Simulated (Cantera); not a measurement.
Input (Python, Cantera) and output of one run.

```python
import numpy as np
import cantera as ct

gas_names = """
    B BH BH2 BH3 BN BO BO2 B2 B2O B2O2 B2O3 B3O3H3 H HBO HBO2 HNO HNO2 HNO3 HO2 H2 H2O H2O2 H3B3O6 N NH
    NH2 NH3 NH2OH NO NO2 NO3 N2 N2H2 N2H4 N2O O OH O2 O3
""".split()
cond_names = """
    B(b) B(L) BN(s) B2O3(L) B3O3H3(cr) H2O(s) H2O(L)
""".split()


# ... load() reads the species with a 1 bar reference pressure and builds the phases ...
atoms = {
    'B2H6': {'B': 2, 'H': 6},
    'NH3': {'N': 1, 'H': 3},
    'O2': {'O': 2},
}
top_T = {'BN(s)': 3200}  # K; cautious upper limits of use, not melting points


# ... equilibrate(T, P, feed) seeds the gas with the atoms and calls Mixture.equilibrate('TP', solver="vcs", rtol=1e-11, max_steps=5000) ...
results = []
feed = {'B2H6': 1, 'NH3': 0.15, 'O2': 2.2}  # mol
P = 90000  # Pa
for T in [848, 1048, 1248, 1448, 1648, 1848, 2048]:
    mix = equilibrate(T, P, feed)
    results.append((T, P, feed, dict(zip(mix.species_names, mix.species_moles))))

top = {s: max(r[3][s] / sum(r[3][g] for g in gas_names) for r in results) for s in gas_names}
cols = sorted((s for s in top if top[s] > 1e-06), key=lambda s: -top[s])[:7]
seen = [c for c in cond_names if any(r[3].get(c, 0) > 1e-12 for r in results)]
print("log10 of partial pressures in bar; condensed amounts in mol")
print(f"{'T/K':>10s}" + "".join(f"{s[:9]:>10s}" for s in cols + seen))
for T, P, feed, n in results:
    ng = sum(n[g] for g in gas_names)
    print(f"{T:10.4g}" + "".join(f"{np.log10(max(n[s] / ng * P / 1e5, 1e-99)):10.3f}" for s in cols)
          + "".join(f"{n.get(c, 0):10.4g}" for c in seen))
```

It prints:

```
log10 of partial pressures in bar; condensed amounts in mol
       T/K        H2       H2O      HBO2      B2O3        N2    H3B3O6       HBO   B2O3(L)
       848    -0.300    -0.440    -6.447   -15.227    -1.687    -1.834   -12.706    0.9201
      1048    -0.302    -0.426    -4.379   -10.524    -1.688    -2.295    -9.271    0.9721
      1248    -0.303    -0.422    -3.006    -7.382    -1.689    -2.641    -6.968    0.9856
      1448    -0.305    -0.427    -2.037    -5.143    -1.691    -2.916    -5.322    0.9763
      1648    -0.315    -0.459    -1.330    -3.473    -1.701    -3.173    -4.086    0.9068
      1848    -0.345    -0.564    -0.827    -2.183    -1.730    -3.500    -3.111    0.6697
      2048    -0.425    -0.821    -0.540    -1.207    -1.805    -4.096    -2.328         0
```

Cantera equilibrium calculation (NASA polynomials, part measured and part estimated; ideal gas, pure solids and liquids). The feed counts by its element totals alone. Gases not in the tables: H3BO3.
